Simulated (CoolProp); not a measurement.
A single-stage vapour-compression cycle with C2F6 (R116): evaporating at 205.15 K (dew point), condensing at 264.15 K (bubble point), superheat 0 K, subcooling 0 K, compressor efficiency 0.75, no pressure losses. Each further row changes one setting.

Values from CoolProp's reference Helmholtz-energy equation of state, Lemmon 2006. It is a short technical equation, of lower accuracy than the large ones.

| case | cooling COP | pressure ratio | discharge temperature (K) | refrigerating effect (kJ/kg) | volumetric capacity (kJ/m³) |
|---|---|---|---|---|---|
| as stated | 1.44 | 8.54 | 273.0 | 48.4 | 709 |
| evaporating temperature 210.15 K | 1.69 | 6.76 | 271.8 | ? | 930 |
| condensing temperature 259.15 K | ? | 7.40 | 267.7 | ? | ? |
| subcooling 5 K | ? | 8.54 | 273.0 | ? | 800 |
| superheat 10 K | 1.52 | 8.54 | 282.7 | 55.0 | ? |
| compressor efficiency 0.65 | ? | 8.54 | 278.6 | 48.4 | 709 |

Q: Fill in the missing entries.

A: 
- evaporating temperature 210.15 K, refrigerating effect (kJ/kg): 51.0
- condensing temperature 259.15 K, cooling COP: 1.73
- condensing temperature 259.15 K, refrigerating effect (kJ/kg): 54.6
- condensing temperature 259.15 K, volumetric capacity (kJ/m³): 799
- subcooling 5 K, cooling COP: 1.62
- subcooling 5 K, refrigerating effect (kJ/kg): 54.7
- superheat 10 K, volumetric capacity (kJ/m³): 758
- compressor efficiency 0.65, cooling COP: 1.24
